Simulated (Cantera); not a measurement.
**Thermodynamics of metals in furnace atmospheres, feed Pb + H2O + H2**

A closed system holds: 1 mol Pb, 0.4 mol H2O, a varied amount of H2, equilibrated at 1773.15 K and 7.00 bar.

Cantera equilibrium calculation (NASA polynomials, part measured and part estimated; ideal gas, pure solids and liquids). Candidate condensed phases: H2O, Pb, PbO, PbO2, Pb3O4; 12 gas species. The numbers say what is thermodynamically allowed, not how fast it happens.

| n(H2) (mol) | x H2 | x H2O | x Pb | x H | n Pb(l) |
|---|---|---|---|---|---|
| 4.6 | 0.890 | 0.0774 | 0.0323 | 0.000102 | 0.833 |
| 6.5 | 0.911 | 0.0561 | 0.0323 | 0.000103 | 0.769 |
| 9.2 | 0.927 | 0.0403 | 0.0323 | 0.000104 | 0.678 |
| 13 | 0.939 | 0.0289 | 0.0323 | 0.000104 | 0.551 |
| 18 | 0.947 | 0.0210 | 0.0323 | 0.000105 | 0.384 |
| 26 | 0.953 | 0.0147 | 0.0323 | 0.000105 | 0.116 |
| 37 | 0.963 | 0.0104 | 0.0260 | 0.000106 | 0 |
| 52 | 0.974 | 0.00749 | 0.0187 | 0.000106 | 0 |
| 73 | 0.981 | 0.00538 | 0.0134 | 0.000107 | 0 |
| 100 | 0.986 | 0.00394 | 0.00985 | 0.000107 | 0 |
| 150 | 0.991 | 0.00264 | 0.00660 | 0.000107 | 0 |
| 210 | 0.993 | 0.00189 | 0.00473 | 0.000107 | 0 |
| 290 | 0.995 | 0.00137 | 0.00343 | 0.000107 | 0 |
x: gas mole fraction; n: condensed amount in mol.

From 4.6 mol H2 to 26 mol H2 the condensed part is Pb(l). From 37 mol H2 to 290 mol H2 nothing is condensed. The main Pb-bearing gas is Pb throughout.
